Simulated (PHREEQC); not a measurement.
A solution holds 3.4 mol/kgw NaBr and 0.36 mol/kgw NaHCO3, at 20 °C. Closed to the air; pH follows from the charge balance.

Model: Pitzer model, pitzer.dat, run in PHREEQC.

Each row changes one thing in this solution. Precipitation was switched off in this run.

| case | pH | ionic strength (mol/kgw) | HCO3- (mol/kgw) | CO2 (mol/kgw) | CO3-2 (mol/kgw) | SI of Nahcolite (NaHCO3) | SI of Trona (Na3H(CO3)2:2H2O) |
|---|---|---|---|---|---|---|---|
| as made | 7.39 | 3.77 | 0.349 | 0.00564 | 0.00564 | -0.05 | -2.33 |
| NaHCO3 from 0.36 to 0.036 mol/kgw | (withheld) | 3.44 | 0.0349 | 0.000568 | 0.000567 | -1.06 | -4.32 |
| diluted 100-fold with water | 8.20 | 0.0377 | 0.00350 | 4.90e-5 | 4.77e-5 | -3.62 | -10.63 |
| NaBr left out | (withheld) | 0.366 | 0.347 | 0.00645 | 0.00645 | (withheld) | -4.56 |

Q: Some entries are withheld; supply them.

A: 
- NaHCO3 from 0.36 to 0.036 mol/kgw, pH: 7.44
- NaBr left out, pH: 7.93
- NaBr left out, SI of Nahcolite (NaHCO3): -0.88

In brines, pH and single-ion activities rest on the MacInnes convention.
